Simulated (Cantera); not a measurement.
A Cantera script and its output.

```python
import numpy as np
import cantera as ct

gas = ct.Solution("gri30.yaml")
gas.TPX = 1098, 280000, {'CO': 0.0094, 'O2': 0.0096, 'H2O': 0.00024, 'N2': 1}
reactor = ct.IdealGasConstPressureReactor(gas, energy="off", clone=False)
net = ct.ReactorNet([reactor])
net.rtol, net.atol = 1e-08, 1e-18
show = ['CO', 'O2', 'H2O', 'HO2', 'NO', 'H2O2']
times = np.geomspace(3e-06, 20, 15)

steps = ct.SolutionArray(gas, extra=["t"])
rows = []
print(f"{'t/s':>10s}{'T/K':>9s}{'P/Pa':>11s}" + "".join(f"{s:>11s}" for s in show))
for t in times:
    while net.time < t:
        t_next = net.step()
        steps.append(gas.state, t=t_next)
    rows.append([np.interp(t, steps.t, y) for y in (steps.T, steps.P, *steps(*show).X.T)])
    print(f"{t:10.3e}{rows[-1][0]:9.1f}{rows[-1][1]:11.4g}" + "".join(f"{x:11.3e}" for x in rows[-1][2:]))
rate = np.gradient(steps.T, steps.t)
print("integrator steps:", len(steps.t))
if steps.T.max() > steps.T[0] + 200:
    print(f"time of steepest temperature rise: {steps.t[rate.argmax()]:.4e} s")
gas.TPX = 1098, 280000, {'CO': 0.0094, 'O2': 0.0096, 'H2O': 0.00024, 'N2': 1}
gas.equilibrate("TP")
print(f"equilibrium (TP): T = {gas.T:.1f} K  " + "  ".join(f"{s} {gas[s].X[0]:.3e}" for s in show))
```

Result:

```
       t/s      T/K       P/Pa         CO         O2        H2O        HO2         NO       H2O2
 3.000e-06   1098.0    2.8e+05  9.223e-03  9.419e-03  2.355e-04  5.032e-16  3.314e-23  1.587e-23
 9.216e-06   1098.0    2.8e+05  9.223e-03  9.419e-03  2.355e-04  1.722e-15  3.448e-22  1.494e-22
 2.831e-05   1098.0    2.8e+05  9.223e-03  9.419e-03  2.355e-04  1.384e-14  3.965e-21  2.505e-21
 8.697e-05   1098.0    2.8e+05  9.223e-03  9.419e-03  2.355e-04  3.012e-13  4.175e-20  1.351e-19
 2.672e-04   1098.0    2.8e+05  9.223e-03  9.419e-03  2.355e-04  4.990e-12  3.964e-19  7.097e-18
 8.208e-04   1098.0    2.8e+05  9.223e-03  9.419e-03  2.355e-04  5.243e-11  3.377e-18  2.211e-16
 2.521e-03   1098.0    2.8e+05  9.223e-03  9.419e-03  2.355e-04  3.876e-10  2.412e-17  5.405e-15
 7.746e-03   1098.0    2.8e+05  9.223e-03  9.419e-03  2.355e-04  2.160e-09  1.528e-16  1.379e-13
 2.380e-02   1098.0    2.8e+05  9.222e-03  9.419e-03  2.355e-04  1.557e-08  2.164e-15  6.919e-12
 7.310e-02   1098.0    2.8e+05  9.196e-03  9.405e-03  2.352e-04  4.521e-07  1.761e-12  5.955e-09
 2.246e-01   1098.0    2.8e+05  8.692e-03  9.155e-03  2.328e-04  9.567e-07  3.689e-10  2.724e-08
 6.899e-01   1098.0    2.8e+05  6.818e-03  8.222e-03  2.316e-04  1.042e-06  6.976e-09  3.226e-08
 2.119e+00   1098.0    2.8e+05  3.126e-03  6.384e-03  2.335e-04  8.113e-07  5.426e-08  1.964e-08
 6.510e+00   1098.0    2.8e+05  3.486e-04  5.002e-03  2.360e-04  3.123e-07  1.563e-07  2.951e-09
 2.000e+01   1098.0    2.8e+05  1.183e-06  4.830e-03  2.365e-04  5.829e-09  2.543e-07  8.877e-12
integrator steps: 1226
equilibrium (TP): T = 1098.0 K  CO 1.013e-10  O2 4.823e-03  H2O 2.366e-04  HO2 1.441e-11  NO 1.423e-05  H2O2 2.432e-13
```

Detailed kinetics in Cantera: GRI-Mech 3.0 (53 species, 325 reactions).
